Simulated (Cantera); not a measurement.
A closed system holds: 1 mol C₂H₆, 0.53 mol H₂O, 8.6 mol H₂, 1.7 mol NH₃, at 3600 Torr.

Cantera equilibrium calculation (NASA polynomials, part measured and part estimated; ideal gas, pure solids and liquids). Candidate condensed phases: C, C₆H₆, C₇H₈, C₈H₁₈, H₂O; 169 gas species. Ions and electrons are included (thermal ionisation). Rates play no part.

x: gas mole fraction; nothing condenses.

| T (K) | x H | x H₂ | x N₂ | x CO | x C | x C₂H₂ (acetylene) | x HCN |
|---|---|---|---|---|---|---|---|
| 3000 | 0.0648 | 0.808 | 0.0361 | 0.0319 | 7.81e-6 | 0.0275 | 0.0253 |
| 3250 | ___ | 0.750 | 0.0340 | 0.0309 | ___ | ___ | 0.0249 |
| 3500 | 0.220 | 0.664 | 0.0316 | 0.0293 | 0.000239 | 0.0213 | 0.0233 |
| 3750 | 0.340 | 0.551 | 0.0291 | 0.0272 | 0.000907 | 0.0162 | 0.0204 |
| 4000 | 0.475 | 0.425 | 0.0269 | 0.0248 | 0.00274 | 0.0103 | 0.0163 |
| 4250 | 0.604 | 0.304 | 0.0252 | 0.0225 | 0.00665 | 0.00514 | 0.0115 |
| 4500 | ___ | ___ | 0.0240 | 0.0205 | ___ | ___ | ___ |
| 4750 | 0.784 | 0.129 | 0.0233 | 0.0190 | 0.0211 | 0.000615 | 0.00406 |
| 5000 | 0.832 | 0.0803 | 0.0227 | 0.0180 | 0.0286 | 0.000156 | 0.00207 |

Problem. Complete the blanks.

Solution. 
- 3250, x H: 0.127
- 3250, x C: 4.96e-5
- 3250, x C₂H₂ (acetylene): 0.0250
- 4500, x H: 0.710
- 4500, x H₂: 0.202
- 4500, x C: 0.0130
- 4500, x C₂H₂ (acetylene): 0.00200
- 4500, x HCN: 0.00724
